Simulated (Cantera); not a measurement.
A closed system holds: 1 mol PH3, 0.048 mol O2, at 975 K and 23.0 Pa.

Equilibrium computed with Cantera from the NASA thermochemical tables; the gas is ideal and each condensed phase is pure. Candidate condensed phases: H2O, P, P4O10; 17 gas species. Equilibrium is a limit: real reactors are often held back by kinetics, nucleation or transport.

**Question.** What is the equilibrium state?

**Answer.** x(H2): 0.750
x(P2): 0.132
x(P4): 0.0676
x(H2O): 0.0509
x(PO): 7.02e-5
x(PO2): 6.03e-5
x(P4O10): 1.52e-5
gas amount: 1.874 mol
log10 activity of P(l) (absent): -1.66
